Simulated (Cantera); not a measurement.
Feed: 1 mol Ti(OiPr)4, 0.17 mol CH4, at 10000 Pa.

These are equilibrium values from Cantera (NASA tables, ideal gas, pure condensed phases), not measurements of a reactor. Candidate condensed phases: C, C6H6, C7H8, C8H18, H2O, Ti, TiC, TiO, TiO2, Ti2O3, Ti3O5, Ti4O7; 113 gas species. The feed counts by its element totals alone. TiC: taken at fixed stoichiometry. Condensed phases not in the tables: Magnéli phases beyond Ti4O7. Rates play no part.

x: gas mole fraction; n: condensed amount in mol.

| T (K) | x H2 | x CO | x CH4 | x H2O | n C(graphite) | n TiO2(rutile) | n Ti4O7(s) | n Ti3O5(s) | n TiC(s) |
|---|---|---|---|---|---|---|---|---|---|
| 1148 | 0.876 | 0.122 | 0.00182 | [?] | 10.1 | 1.00 | 0 | 0 | 0 |
| 1198 | 0.863 | 0.135 | 0.00119 | [?] | 9.91 | 0 | 0.250 | 0 | 0 |
| 1248 | 0.859 | 0.140 | 0.000823 | [?] | 9.83 | 0 | 0 | 0.333 | 0 |
| 1298 | 0.859 | 0.140 | 0.000588 | [?] | 9.83 | 0 | 0 | 0.333 | 0 |
| 1348 | 0.781 | 0.218 | 0.000356 | [?] | 7.17 | 0 | 0 | 0 | 1.00 |
| 1398 | 0.782 | 0.218 | 0.000267 | [?] | 7.17 | 0 | 0 | 0 | 1.00 |
| 1448 | 0.782 | 0.218 | 0.000204 | [?] | 7.17 | 0 | 0 | 0 | 1.00 |
| 1498 | 0.782 | 0.218 | 0.000159 | [?] | 7.17 | 0 | 0 | 0 | 1.00 |
| 1548 | 0.782 | 0.218 | 0.000125 | [?] | 7.17 | 0 | 0 | 0 | 1.00 |
| 1598 | 0.782 | 0.218 | 0.000101 | [?] | 7.17 | 0 | 0 | 0 | 1.00 |

Task: What belongs in the gaps?

Result: 
- 1148, x H2O: 0.000514
- 1198, x H2O: 0.000310
- 1248, x H2O: 0.000185
- 1298, x H2O: 0.000112
- 1348, x H2O: 9.94e-5
- 1398, x H2O: 6.45e-5
- 1448, x H2O: 4.32e-5
- 1498, x H2O: 2.97e-5
- 1548, x H2O: 2.09e-5
- 1598, x H2O: 1.51e-5
